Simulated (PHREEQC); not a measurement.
Dissolve 0.0057 mol NaHSO4, 0.0024 mol Na2HPO4 and 0.00012 mol NaCl per kg of water at 25 °C. Closed to the air; pH follows from the charge balance.

Model: ion-association model, wateq4f.dat, run in PHREEQC.

Question: The ionic strength comes out as 0.0176 mol/kgw. What activity coefficients do SO4-2, HSO4-, Cl-, NaSO4-, H2PO4- get?

Answer: SO4-2 0.60, HSO4- 0.88, Cl- 0.87, NaSO4- 0.88, H2PO4- 0.88.

Precipitation was switched off in this run. H3PO4, which wateq4f.dat lacks, is added to it with the constant of phreeqc.dat.
